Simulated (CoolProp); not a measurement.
R141b along the isobar 5.64 MPa: density (kg/m³) from the reference equation and from simpler models built on Tc = 477.5 K, pc = 4.212 MPa, ω = 0.220; each cubic takes its own stable root.

Values from CoolProp's reference Helmholtz-energy equation of state, Lemmon 2006. It is a short technical equation, of lower accuracy than the large ones.

```csv
T (K),phase,reference,van der Waals,Redlich-Kwong,Soave-Redlich-Kwong,Peng-Robinson
264.4,liquid,1306,806.0,1179,1201,1351
276.4,liquid,1285,795.3,1160,1183,1332
288.4,liquid,1263,784.3,1140,1165,1312
300.4,liquid,1241,772.9,1119,1145,1291
312.3,liquid,1219,761.2,1097,1125,1269
324.3,liquid,1196,749.1,1075,1103,1245
336.3,liquid,1172,736.4,1051,1081,1220
348.3,liquid,1148,723.3,1026,1056,1193
360.3,liquid,1123,709.6,1000,1031,1165
372.3,liquid,1096,695.2,972.7,1003,1134
384.3,liquid,1069,680.1,943.8,974.3,1101
396.3,liquid,1040,664.1,913.2,943.0,1065
408.3,liquid,1009,647.1,880.5,909.1,1027
420.2,liquid,976.2,629.1,845.7,872.4,984.4
432.2,liquid,940.1,609.4,807.6,831.8,937.2
444.2,liquid,899.7,587.8,765.7,786.3,884.1
```
